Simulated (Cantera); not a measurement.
Equilibrium for carbothermic reduction: TiO₂ + C + H₂

Charge: 1 mol TiO₂, a varied amount of C, 6.3 mol H₂, equilibrated at 927 °C and 3200 Pa.

These are equilibrium values from Cantera (NASA tables, ideal gas, pure condensed phases), not measurements of a reactor. Candidate condensed phases: C, C₆H₆, C₇H₈, C₈H₁₈, H₂O, Ti, TiC, TiO, TiO₂, Ti₂O₃, Ti₃O₅, Ti₄O₇; 113 gas species. Mutual solubility and eutectic melting of coexisting phases are not modelled. Condensed phases not in the tables: Magnéli phases beyond Ti₄O₇. Rates play no part.

```tsv
n(C) (mol)	x H₂	x CO	x CH₄	x H₂O	x CO₂	x H	x C₂H₂ (acetylene)	n Ti₃O₅(s)	n Ti₄O₇(s)	n C(graphite)
0.31	0.953	0.0468	0.000102	0.000167	5.96e-6	1.08e-6	4.83e-9	0.242	0.0686	0
0.7	0.949	0.0502	0.000456	3.96e-5	1.53e-6	1.07e-6	9.75e-8	0.333	0	0.364
1.1	0.949	0.0502	0.000456	3.96e-5	1.53e-6	1.07e-6	9.75e-8	0.333	0	0.764
1.5	0.949	0.0502	0.000456	3.96e-5	1.53e-6	1.07e-6	9.75e-8	0.333	0	1.16
1.9	0.949	0.0502	0.000456	3.96e-5	1.53e-6	1.07e-6	9.75e-8	0.333	0	1.56
2.2	0.949	0.0502	0.000456	3.96e-5	1.53e-6	1.07e-6	9.75e-8	0.333	0	1.86
2.6	0.949	0.0502	0.000456	3.96e-5	1.53e-6	1.07e-6	9.75e-8	0.333	0	2.26
3	0.949	0.0502	0.000456	3.96e-5	1.53e-6	1.07e-6	9.75e-8	0.333	0	2.66
```
x: gas mole fraction; n: condensed amount in mol.

At 0.31 mol C the condensed part is Ti₃O₅(s) + Ti₄O₇(s). From 0.7 mol C to 3 mol C the condensed part is C(graphite) + Ti₃O₅(s).
